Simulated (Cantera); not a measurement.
Cantera run, input and output.

```python
import numpy as np
import cantera as ct

surf = ct.Interface("diamond.yaml", "diamond_100")
gas, bulk = surf.adjacent["gas"], surf.adjacent["diamond"]
k = surf.kinetics_species_index(bulk.species_names[0])
cover = ["c6HH", "c6H*", "c6*H", "c6**", "c6HM", "c6B"]

rows, drift = [], 0.0
print(f"{'T':>10s}{'um/h':>11s}" + "".join(f"{s:>11s}" for s in cover))
for v in [900, 950, 1000, 1050, 1100, 1150, 1200, 1250, 1300, 1350, 1400]:
    T, P, xH, xCH3 = v, 2000, 0.0014, 3.9e-05
    gas.TPX = T, P, {"H": xH, "CH3": xCH3, "CH4": 0.019, "H2": 1 - xH - xCH3 - 0.019}
    surf.TP = bulk.TP = T, P
    surf.coverages = "c6H*:0.1, c6HH:0.9"
    surf.advance_coverages(100.0)
    before = surf.coverages
    surf.advance_coverages(100.0)
    drift = max(drift, np.max(np.abs(surf.coverages - before) / (surf.coverages + 1e-9)))
    rate = surf.net_production_rates[k] * bulk.mean_molecular_weight / bulk.density * 3.6e9
    rows.append([rate, *surf[cover].coverages])
    print(f"{v:10.4g}{rate:11.4e}" + "".join(f"{x:11.3e}" for x in rows[-1][1:]))
```

Result:

```
         T       um/h       c6HH       c6H*       c6*H       c6**       c6HM        c6B
       900 2.3124e-01  6.736e-01  1.016e-02  2.844e-01  4.162e-03  2.223e-02  6.275e-10
       950 2.8667e-01  6.309e-01  1.379e-02  3.273e-01  6.311e-03  1.662e-02  7.779e-10
      1000 2.9987e-01  5.904e-01  1.795e-02  3.675e-01  9.079e-03  1.095e-02  8.137e-10
      1050 2.4039e-01  5.527e-01  2.257e-02  4.040e-01  1.245e-02  5.651e-03  6.523e-10
      1100 1.5347e-01  5.173e-01  2.747e-02  4.354e-01  1.630e-02  2.257e-03  4.165e-10
      1150 9.7646e-02  4.847e-01  3.251e-02  4.609e-01  2.046e-02  7.856e-04  2.650e-10
      1200 7.6416e-02  4.560e-01  3.757e-02  4.810e-01  2.472e-02  2.656e-04  2.074e-10
      1250 7.3011e-02  4.318e-01  4.259e-02  4.963e-01  2.889e-02  9.105e-05  1.981e-10
      1300 7.0814e-02  4.121e-01  4.748e-02  5.073e-01  3.278e-02  3.159e-05  1.922e-10
      1350 5.7071e-02  3.967e-01  5.219e-02  5.146e-01  3.625e-02  1.101e-05  1.549e-10
      1400 3.5070e-02  3.852e-01  5.668e-02  5.188e-01  3.920e-02  4.001e-06  9.516e-11
```

Computed with Cantera and the Harris–Goodwin 1993 mechanism for the reconstructed diamond (100) surface.
